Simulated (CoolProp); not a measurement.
Model: reference Helmholtz-energy equation of state, Eisenbach 2021, in CoolProp.

Problem. Give the vapour pressure (bar), liquid density (kg/m³), vapour density (kg/m³), enthalpy of vaporisation (kJ/kg) of saturated propylene glycol at 351.6, 447.7, 467 K.

Solution. 
| T (K) | p (bar) | liquid density (kg/m³) | vapour density (kg/m³) | enthalpy of vaporisation (kJ/kg) |
|---|---|---|---|---|
| 351.6 | 0.00892 | 991 | 0.0232 | 811 |
| 447.7 | 0.658 | 906 | 1.36 | 714 |
| 467 | 1.21 | 886 | 2.42 | 693 |
